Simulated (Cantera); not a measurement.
Feed: 1 mol Si, 3.1 mol Br2, 4.7 mol H2, equilibrated at 47.0 Pa.

Equilibrium computed with Cantera from the NASA thermochemical tables; the gas is ideal and each condensed phase is pure. Candidate condensed phases: Br2, Si; 19 gas species. The tables' values for SiBr3, SiBr are old estimates; treat these amounts as uncertain. Equilibrium is a limit: real reactors are often held back by kinetics, nucleation or transport.

log p: log10 of the partial pressure in bar; nothing condenses.

```csv
T (K),log p H2,log p HBr,log p Br,log p SiBr4,log p SiBr2,log p SiBr3
975,-3.61,-3.81,-7.63,-4.17,-6.07,-6.36
1075,-3.64,-3.76,-6.80,-4.28,-4.93,-5.68
1175,-3.72,-3.66,-6.03,-4.65,-4.43,-5.49
1275,-3.78,-3.62,-5.43,-5.31,-4.27,-5.63
1375,-3.79,-3.62,(withheld),(withheld),-4.24,-5.91
1475,-3.78,-3.66,(withheld),(withheld),-4.24,-6.21
1575,-3.76,-3.71,-4.33,-7.62,-4.25,-6.52
1675,-3.74,-3.80,-4.12,-8.37,-4.26,-6.84
```

Complete the blanks.


- 1475, log p Br: -4.61
- 1475, log p SiBr4: -6.87
- 1375, log p Br: -4.97
- 1375, log p SiBr4: -6.09
